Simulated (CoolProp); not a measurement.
Ethanol along the isotherm 318.8 K: fugacity coefficient from the reference equation and from simpler models built on Tc = 514.7 K, pc = 6268 kPa, ω = 0.644; each cubic takes its own stable root.

Model: reference Helmholtz-energy equation of state, Schroeder 2014, in CoolProp.

```
p (kPa)   phase  reference  van der Waals  Redlich-Kwong  Soave-Redlich-Kwong  Peng-Robinson
-------  ------  ---------  -------------  -------------  -------------------  -------------
9.91        gas     0.9950         0.9986         0.9980               0.9972         0.9972
20.4        gas     0.9897         0.9971         0.9958               0.9943         0.9942
41.8     liquid     0.5625         0.9940         0.9915               0.5459         0.5870
85.8     liquid     0.2743         0.9877         0.9826               0.2663         0.2863
176      liquid     0.1340         0.9748              ?               0.1301              ?
362      liquid    0.06542         0.9482         0.4760              0.06358        0.06830
743      liquid    0.03215              ?              ?              0.03129        0.03358
1530     liquid          ?         0.4012         0.1165              0.01552        0.01661
3130     liquid   0.008055         0.2098        0.05961             0.007915              ?
```

Complete the blanks.


- 176, Redlich-Kwong: 0.9642
- 176, Peng-Robinson: 0.1399
- 743, van der Waals: 0.7992
- 743, Redlich-Kwong: 0.2345
- 1530, reference: 0.01589
- 3130, Peng-Robinson: 0.008433

At some of these states van der Waals, Redlich-Kwong gives the other phase, because its saturation line lies elsewhere.
